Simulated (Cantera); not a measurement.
**Oxide etching and cleaning by halides: MgO + Cl2 + H2**

Input: 1 mol MgO, 2.6 mol Cl2, 30 mol H2, at 850 K.

Cantera equilibrium calculation (NASA polynomials, part measured and part estimated; ideal gas, pure solids and liquids). Candidate condensed phases: H2O, Mg, MgCl2, MgO, Mg(OH)2; 22 gas species. Condensed phases not in the tables: MgOHCl. The numbers say what is thermodynamically allowed, not how fast it happens.

```csv
P (Pa),x H2,x HCl,x H2O,x MgCl2,x H,n MgO(s),n MgCl2(s)
1,0.840,0.159,0.000146,0.000146,5.94e-9,0.995,0
6.80,0.840,0.159,0.000146,0.000146,2.28e-9,0.995,0
46,0.840,0.159,0.000146,0.000146,8.76e-10,0.995,0
320,0.840,0.159,0.000146,0.000146,3.32e-10,0.995,0
2200,0.841,0.159,0.000354,6.02e-5,1.27e-10,0.988,0.00957
15000,0.842,0.155,0.00230,8.82e-6,4.86e-11,0.925,0.0747
100000,0.851,0.137,0.0120,1.32e-6,1.89e-11,0.613,0.387
```
x: gas mole fraction; n: condensed amount in mol.

From 1.00e-5 bar to 0.00320 bar the condensed part is MgO(s). From 0.0220 bar to 1.00 bar the condensed part is MgCl2(s) + MgO(s). The main Mg-bearing gas is MgCl2 throughout.
